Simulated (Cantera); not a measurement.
# Ignition delay

Mixture: 7.72 % CH4, 17.0 % O2, 63.7 % N2, 11.6 % CO2, at 1.60 bar, adiabatic and at constant volume. Ignition delay is the time to a rise of 400 K.

Detailed kinetics in Cantera: GRI-Mech 3.0 (53 species, 325 reactions).

```csv
T0 (K),delay (ms)
1275,12.3
1350,4.83
1425,2.03
1500,0.910
1575,0.441
1650,0.231
1725,0.130
1800,0.0782
```

| Item | Result |
|---|---|
| apparent activation energy between 1650 and 1800 K | 180 kJ/mol |
